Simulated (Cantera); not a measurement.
Premixed flame

A freely propagating, adiabatic, planar premixed flame of 10.4 % CO, 11.4 % H2, 0.425 % CH4, 15.9 % O2, 59.6 % N2, 2.38 % CO2, unburnt at 348 K and 100000 Pa; mixture-averaged transport, grid criteria slope 0.08 and curve 0.16, no radiation.

Detailed kinetics in Cantera: GRI-Mech 3.0 (53 species, 325 reactions). Burning velocities carry a grid error of a few per cent, more on coarse grids.

| z (mm) | T (K) | u (m/s) | x CO | x H2 | x CH4 | x CH3 | x H | x HCN |
|---|---|---|---|---|---|---|---|---|
| -1.44 | 348 | 0.796 | 0.104 | 0.114 | 0.00425 | <1e-8 | <1e-8 | <1e-8 |
| -0.959 | 348 | 0.796 | 0.104 | 0.113 | 0.00425 | <1e-8 | <1e-8 | <1e-8 |
| -0.719 | 348 | 0.795 | 0.104 | 0.112 | 0.00426 | <1e-8 | <1e-8 | <1e-8 |
| -0.480 | 350 | 0.796 | 0.104 | 0.107 | 0.00428 | <1e-8 | <1e-8 | <1e-8 |
| -0.240 | 429 | 0.953 | 0.106 | 0.0829 | 0.00423 | 1.56e-7 | 1.36e-6 | <1e-8 |
| -0.120 | 747 | 1.63 | 0.0989 | 0.0564 | 0.00337 | 7.75e-6 | 0.000658 | <1e-8 |
| 0 | 1156 | 2.49 | 0.0831 | 0.0287 | 0.00121 | 2.71e-5 | 0.00464 | <1e-8 |
| 0.120 | 1421 | 3.03 | 0.0624 | 0.0116 | 8.60e-5 | 5.82e-6 | 0.00789 | <1e-8 |
| 0.240 | 1568 | 3.31 | 0.0458 | 0.00677 | 2.26e-6 | 2.46e-7 | 0.00793 | <1e-8 |
| 0.480 | 1723 | 3.60 | 0.0293 | 0.00541 | <1e-8 | <1e-8 | 0.00588 | <1e-8 |
| 0.959 | 1858 | 3.85 | 0.0193 | 0.00404 | <1e-8 | <1e-8 | 0.00310 | <1e-8 |
| 1.92 | 1959 | 4.03 | 0.0126 | 0.00245 | <1e-8 | <1e-8 | 0.00126 | <1e-8 |
| 3.84 | 2026 | 4.15 | 0.00718 | 0.00132 | <1e-8 | <1e-8 | 0.000454 | <1e-8 |
x: mole fraction of selected species; z is measured from the peak of heat release.

```
Item                          Value
------------------------  ---------
laminar burning velocity  79.6 cm/s
thermal thickness          0.480 mm
peak x(CH3)                 2.71e-5
peak x(H)                   0.00817
peak x(HCN)                   <1e-8
grid points                     132
```
